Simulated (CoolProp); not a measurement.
Propane at several states: Z from the reference equation and from simpler models built on Tc = 369.9 K, pc = 4251 kPa, ω = 0.152; each cubic takes its own stable root.

Values from CoolProp's reference Helmholtz-energy equation of state, Lemmon 2009.

| T (K) | p (kPa) | phase | reference |
|---|---|---|---|
| 170.3 | 56.4 | liquid | 0.002716 |
| 289.7 | 274 | gas | 0.9505 |
| 496.7 | 247 | gas | 0.9926 |
| 375.6 | 1010 | gas | 0.9188 |
| 379.6 | 40.6 | gas | 0.9970 |
| 94.8 | 8310 | liquid | 0.6402 |

**Question.** How far does each simpler model (Redlich-Kwong, Peng-Robinson) lie from the reference over these 6 states: mean and median of the absolute difference, and the worst?

**Answer.** 
- Redlich-Kwong: mean 2.7 %, median 0.3 %, worst +8.9 % at 94.8 K and 8310 kPa
- Peng-Robinson: mean 1.5 %, median 0.5 %, worst -5.7 % at 170.3 K and 56.4 kPa
